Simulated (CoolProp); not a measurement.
Vapour-liquid equilibrium of ethanol (1) + toluene (2) at 403.7 K; x and y are mole fractions of (1).

The numbers come from the multi-fluid Helmholtz-energy mixture model, Schroeder 2014 and Lemmon 2006; pair parameters Bell 2016 in CoolProp.

| x | bubble pressure (bar) | y at the bubble point | dew pressure at overall composition x (bar) | liquid density (mol/L) |
|---|---|---|---|---|
| 0.05 | 2.579 | ___ | 1.818 | 8.376 |
| 0.2 | 4.100 | 0.616 | ___ | ___ |
| 0.35 | ___ | 0.695 | 2.608 | ___ |
| 0.5 | ___ | ___ | 3.300 | 10.28 |
| 0.65 | 5.424 | 0.785 | 4.382 | 11.26 |
| 0.8 | ___ | 0.851 | 5.491 | 12.50 |
| 0.95 | 5.810 | 0.954 | 5.808 | 14.08 |

Problem. Fill in the missing entries.

Solution. 
- 0.05, y at the bubble point: 0.342
- 0.2, dew pressure at overall composition x (bar): 2.145
- 0.2, liquid density (mol/L): 8.880
- 0.35, bubble pressure (bar): 4.780
- 0.35, liquid density (mol/L): 9.500
- 0.5, bubble pressure (bar): 5.147
- 0.5, y at the bubble point: 0.740
- 0.8, bubble pressure (bar): 5.661

No azeotrope shows between x = 0.05 and 0.95.

Pair parameters are fitted to limited data, so mixtures are less certain than the pure fluids. With so large a gap from Raoult's law the liquid may split in two, which this calculation doesn't test in full.
